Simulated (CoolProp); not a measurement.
The fluid at 392.9 K and 1.06 MPa expands adiabatically to 0.0968 MPa with isentropic efficiency 1. The same conditions are run with several fluids, on thermodynamics alone (safety and materials aside).

Model: reference Helmholtz-energy equation of state of each fluid (R134a: Tillner-Roth 1994; C2F6 (R116): Lemmon 2006; fluoroethane (R161): Wu 2012; R125: Lemmon 2005; R1132(E): Akasaka 2024), in CoolProp.

| fluid | work (kJ/kg) | final temperature (K) | final density (kg/m³) |
|---|---|---|---|
| R134a | ___ | 313.2 | ___ |
| C2F6 (R116) | 51.0 | 329.8 | ___ |
| fluoroethane (R161) | 135 | 285.0 | 2.00 |
| R125 | ___ | 321.5 | ___ |
| R1132(E) | 102 | ___ | ___ |

Q: Fill in the missing entries.

A: 
- R134a, work (kJ/kg): 65.8
- R134a, final density (kg/m³): 3.86
- C2F6 (R116), final density (kg/m³): 4.91
- R125, work (kJ/kg): 57.3
- R125, final density (kg/m³): 4.40
- R1132(E), final temperature (K): 284.8
- R1132(E), final density (kg/m³): 2.65
